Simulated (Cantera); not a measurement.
Cantera run, input and output.

```python
import numpy as np
import cantera as ct

gas = ct.Solution("gri30.yaml")


def delay(T, t_max=10):
    gas.TPX = T, 500000, {'CH4': 1, 'CO': 0.061, 'O2': 4.83, 'N2': 18.2, 'H2O': 6.4}
    reactor = ct.IdealGasConstPressureReactor(gas, clone=False)
    net = ct.ReactorNet([reactor])
    net.rtol, net.atol = 1e-8, 1e-16
    while net.time < t_max:
        t_old, T_old = net.time, reactor.T
        net.step()
        if reactor.T > T + 400:  # ignition: a rise of 400 K
            return t_old + (T + 400 - T_old) / (reactor.T - T_old) * (net.time - t_old)
    return np.nan


taus = []
for T in [1225, 1300, 1375, 1450, 1525, 1600]:
    taus.append(delay(T))
    print(f"T0 = {T:6g} K   tau = {taus[-1]:.4e} s")
```

Output:

```
T0 =   1225 K   tau = 6.2752e-03 s
T0 =   1300 K   tau = 2.6371e-03 s
T0 =   1375 K   tau = 1.1789e-03 s
T0 =   1450 K   tau = 5.4969e-04 s
T0 =   1525 K   tau = 2.6609e-04 s
T0 =   1600 K   tau = 1.3483e-04 s
```

Computed with Cantera and GRI-Mech 3.0 (53 species, 325 reactions).
